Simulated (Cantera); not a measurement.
Cantera run:

```python
import numpy as np
import cantera as ct

gas_names = [...]  # 113 gases of nasa_gas.yaml made of C, H, O, Pb
cond_names = """
    C(gr) C6H6(L) C7H8(L) C8H18(L),n-octa H2O(s) H2O(L) Pb(cr) Pb(L) PbO(rd) PbO(yw) PbO(L) PbO2(s)
    Pb3O4(s)
""".split()


# ... load() reads the species with a 1 bar reference pressure and builds the phases ...
atoms = {
    'Pb': {'Pb': 1},
    'CO': {'C': 1, 'O': 1},
    'H2': {'H': 2},
    'O2': {'O': 2},
}
top_T = {'C(gr)': 4500, 'Pb3O4(s)': 820}  # K; cautious upper limits of use, not melting points


# ... equilibrate(T, P, feed) seeds the gas with the atoms and calls Mixture.equilibrate('TP', solver="vcs", rtol=1e-11, max_steps=5000) ...
results = []
feed = {'Pb': 1, 'CO': 2.4, 'H2': 160, 'O2': 0.0013}  # mol
for P in [10, 48, 230, 1100, 5500, 26000, 130000, 620000, 3000000]:
    for T in [823, 898, 973, 1048, 1123, 1198, 1273, 1348, 1423, 1498, 1573]:
        mix = equilibrate(T, P, feed)
        results.append((T, P, feed, dict(zip(mix.species_names, mix.species_moles))))

for T, P, feed, n in results:
    print(f"{T:7g} {P:10.4g}  " + (" + ".join(c for c in cond_names if n.get(c, 0) > 1e-12) or "gas only"))
```

Result:

```
    823         10  Pb(L)
    898         10  gas only
    973         10  gas only
   1048         10  gas only
   1123         10  gas only
   1198         10  gas only
   1273         10  gas only
   1348         10  gas only
   1423         10  gas only
   1498         10  gas only
   1573         10  gas only
    823         48  Pb(L)
    898         48  Pb(L)
    973         48  gas only
   1048         48  gas only
   1123         48  gas only
   1198         48  gas only
   1273         48  gas only
   1348         48  gas only
   1423         48  gas only
   1498         48  gas only
   1573         48  gas only
    823        230  Pb(L)
    898        230  Pb(L)
    973        230  Pb(L)
   1048        230  gas only
   1123        230  gas only
   1198        230  gas only
   1273        230  gas only
   1348        230  gas only
   1423        230  gas only
   1498        230  gas only
   1573        230  gas only
    823       1100  Pb(L)
    898       1100  Pb(L)
    973       1100  Pb(L)
   1048       1100  Pb(L)
   1123       1100  gas only
   1198       1100  gas only
   1273       1100  gas only
   1348       1100  gas only
   1423       1100  gas only
   1498       1100  gas only
   1573       1100  gas only
    823       5500  Pb(L)
    898       5500  Pb(L)
    973       5500  Pb(L)
   1048       5500  Pb(L)
   1123       5500  Pb(L)
   1198       5500  gas only
   1273       5500  gas only
   1348       5500  gas only
   1423       5500  gas only
   1498       5500  gas only
   1573       5500  gas only
    823    2.6e+04  Pb(L)
    898    2.6e+04  Pb(L)
    973    2.6e+04  Pb(L)
   1048    2.6e+04  Pb(L)
   1123    2.6e+04  Pb(L)
   1198    2.6e+04  Pb(L)
   1273    2.6e+04  gas only
   1348    2.6e+04  gas only
   1423    2.6e+04  gas only
   1498    2.6e+04  gas only
   1573    2.6e+04  gas only
    823    1.3e+05  Pb(L)
    898    1.3e+05  Pb(L)
    973    1.3e+05  Pb(L)
   1048    1.3e+05  Pb(L)
   1123    1.3e+05  Pb(L)
   1198    1.3e+05  Pb(L)
   1273    1.3e+05  Pb(L)
   1348    1.3e+05  Pb(L)
   1423    1.3e+05  gas only
   1498    1.3e+05  gas only
   1573    1.3e+05  gas only
    823    6.2e+05  Pb(L)
    898    6.2e+05  Pb(L)
    973    6.2e+05  Pb(L)
   1048    6.2e+05  Pb(L)
   1123    6.2e+05  Pb(L)
   1198    6.2e+05  Pb(L)
   1273    6.2e+05  Pb(L)
   1348    6.2e+05  Pb(L)
   1423    6.2e+05  Pb(L)
   1498    6.2e+05  Pb(L)
   1573    6.2e+05  gas only
    823      3e+06  Pb(L)
    898      3e+06  Pb(L)
    973      3e+06  Pb(L)
   1048      3e+06  Pb(L)
   1123      3e+06  Pb(L)
   1198      3e+06  Pb(L)
   1273      3e+06  Pb(L)
   1348      3e+06  Pb(L)
   1423      3e+06  Pb(L)
   1498      3e+06  Pb(L)
   1573      3e+06  Pb(L)
```

Equilibrium computed with Cantera from the NASA thermochemical tables; the gas is ideal and each condensed phase is pure.
